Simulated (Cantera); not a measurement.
Oxide etching and cleaning by halides: MgO + Cl2 + H2

Input: 1 mol MgO, 7.5 mol Cl2, 41 mol H2, at 12.0 Pa.

Cantera equilibrium calculation (NASA polynomials, part measured and part estimated; ideal gas, pure solids and liquids). Candidate condensed phases: H2O, Mg, MgCl2, MgO, Mg(OH)2; 22 gas species. Condensed phases not in the tables: MgOHCl. Rates play no part.

```json
[
 {"T (°C)": "675", "x H2": "0.691", "x HCl": "0.308", "x H2O": "0.000823", "x MgCl2": "0.000823", "n MgO(s)": "0.960"},
 {"T (°C)": "725", "x H2": "0.691", "x HCl": "0.307", "x H2O": "0.00130", "x MgCl2": "0.00130", "n MgO(s)": "0.937"},
 {"T (°C)": "775", "x H2": "0.691", "x HCl": "0.305", "x H2O": "0.00196", "x MgCl2": "0.00196", "n MgO(s)": "0.905"},
 {"T (°C)": "825", "x H2": "0.691", "x HCl": "0.304", "x H2O": "0.00285", "x MgCl2": "0.00285", "n MgO(s)": "0.862"},
 {"T (°C)": "875", "x H2": "0.691", "x HCl": "0.301", "x H2O": "0.00398", "x MgCl2": "0.00398", "n MgO(s)": "0.807"},
 {"T (°C)": "925", "x H2": "0.691", "x HCl": "0.298", "x H2O": "0.00539", "x MgCl2": "0.00539", "n MgO(s)": "0.739"},
 {"T (°C)": "975", "x H2": "0.691", "x HCl": "0.295", "x H2O": "0.00709", "x MgCl2": "0.00709", "n MgO(s)": "0.656"},
 {"T (°C)": "1025", "x H2": "0.691", "x HCl": "0.291", "x H2O": "0.00910", "x MgCl2": "0.00910", "n MgO(s)": "0.559"},
 {"T (°C)": "1075", "x H2": "0.691", "x HCl": "0.286", "x H2O": "0.0114", "x MgCl2": "0.0114", "n MgO(s)": "0.446"},
 {"T (°C)": "1125", "x H2": "0.690", "x HCl": "0.281", "x H2O": "0.0140", "x MgCl2": "0.0140", "n MgO(s)": "0.319"},
 {"T (°C)": "1175", "x H2": "0.690", "x HCl": "0.275", "x H2O": "0.0169", "x MgCl2": "0.0168", "n MgO(s)": "0.178"},
 {"T (°C)": "1225", "x H2": "0.689", "x HCl": "0.269", "x H2O": "0.0202", "x MgCl2": "0.0199", "n MgO(s)": "0.0208"},
 {"T (°C)": "1275", "x H2": "0.688", "x HCl": "0.268", "x H2O": "0.0206", "x MgCl2": "0.0198", "n MgO(s)": "0"}
]
```
x: gas mole fraction; n: condensed amount in mol.

From 675 °C to 1225 °C the condensed part is MgO(s). At 1275 °C nothing is condensed. The main Mg-bearing gas is MgCl2 throughout. The share of Mg in condensed phases is highest at 675 °C (96.0 %) and lowest at 1275 °C (0.0 %).
